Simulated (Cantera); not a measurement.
An isothermal, constant-pressure homogeneous reactor starts with 28.1 % H2, 71.9 % O2, at 1400 K and 0.0132 atm.

Model: the H2/O2 subset of GRI-Mech 3.0, which has no nitrogen chemistry, integrated in Cantera. Radical loss at walls, strong at low pressure, is not modelled. The temperature is held fixed by assumption; the heat of reaction is taken as removed at once.

x: mole fraction; the columns are a selection and need not sum to one.

```json
[
 {"t (s)": "2.00e-5", "x H2": "0.281", "x O2": "0.719", "x OH": "2.14e-8", "x H": "8.75e-8", "x HO2": "9.43e-8"},
 {"t (s)": "5.91e-5", "x H2": "0.281", "x O2": "0.719", "x OH": "1.63e-7", "x H": "4.41e-7", "x HO2": "2.78e-7"},
 {"t (s)": "0.000175", "x H2": "0.281", "x O2": "0.719", "x OH": "6.73e-6", "x H": "1.67e-5", "x HO2": "8.28e-7"},
 {"t (s)": "0.000516", "x H2": "0.0806", "x O2": "0.605", "x OH": "0.0264", "x H": "0.0849", "x HO2": "5.45e-6"},
 {"t (s)": "0.00152", "x H2": "0.0179", "x O2": "0.561", "x OH": "0.0214", "x H": "0.0907", "x HO2": "6.19e-6"},
 {"t (s)": "0.00451", "x H2": "(withheld)", "x O2": "0.578", "x OH": "0.0206", "x H": "(withheld)", "x HO2": "6.59e-6"},
 {"t (s)": "0.0133", "x H2": "(withheld)", "x O2": "0.616", "x OH": "(withheld)", "x H": "(withheld)", "x HO2": "(withheld)"},
 {"t (s)": "0.0393", "x H2": "0.00296", "x O2": "0.658", "x OH": "0.00939", "x H": "0.00442", "x HO2": "5.75e-6"},
 {"t (s)": "0.116", "x H2": "0.000341", "x O2": "0.671", "x OH": "0.00322", "x H": "0.000168", "x HO2": "1.71e-6"},
 {"t (s)": "0.344", "x H2": "4.51e-5", "x O2": "0.673", "x OH": "0.00117", "x H": "8.10e-6", "x HO2": "3.45e-7"},
 {"t (s)": "1.02", "x H2": "8.76e-6", "x O2": "0.673", "x OH": "0.000519", "x H": "6.97e-7", "x HO2": "1.25e-7"},
 {"t (s)": "3.00", "x H2": "2.53e-6", "x O2": "0.674", "x OH": "0.000279", "x H": "1.08e-7", "x HO2": "1.18e-7"}
]
```

**Question.** Some entries are withheld; supply them.

**Answer.** 
- 0.00451, x H2: 0.0161
- 0.00451, x H: 0.0724
- 0.0133, x H2: 0.0108
- 0.0133, x OH: 0.0174
- 0.0133, x H: 0.0348
- 0.0133, x HO2: 7.23e-6
